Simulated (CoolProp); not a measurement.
Model: reference Helmholtz-energy equation of state, Zhou 2011, in CoolProp.

### Question
For dimethyl carbonate, give the phase and the density (kg/m³), cp (kJ/(kg K)), speed of sound (m/s), expansivity (1/kK) at 50.65 °C and 17200 kPa.

### Answer
- 50.65 °C and 17200 kPa: liquid; density 1050, cp 1.85, speed of sound 1170, expansivity 1.18
